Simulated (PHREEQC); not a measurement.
Solution (25 °C): 0.0017 mol/kgw CaBr2, 0.11 mol/kgw NaBr, 6.4e-05 mol/kgw ZnI2 and 4.4e-05 mol/kgw KHSO4. Closed to the air; pH follows from the charge balance.

All values are PHREEQC results (ion-association model, wateq4f.dat), not measurements.

- pH = 4.44
- ionic strength = 0.115 mol/kgw
- total alkalinity = -0.0440 meq/kg

| species | molality | activity | log γ |
|---|---|---|---|
| Br- | 0.113 | 0.0877 | -0.112 |
| Na+ | 0.110 | 0.0852 | -0.111 |
| Ca+2 | 0.00170 | 0.000637 | -0.426 |
| I- | 0.000128 | 9.90e-5 | -0.112 |
| Zn+2 | 6.32e-5 | 2.43e-5 | -0.415 |
| K+ | 4.40e-5 | 3.32e-5 | -0.123 |
| H+ | 4.39e-5 | 3.60e-5 | -0.086 |
| SO4-2 | 3.54e-5 | 1.26e-5 | -0.449 |
| NaSO4- | 6.89e-6 | 5.37e-6 | -0.108 |
| CaSO4 | 1.56e-6 | 1.60e-6 | 0.012 |

This is a speciation only: nothing precipitates in the calculation.
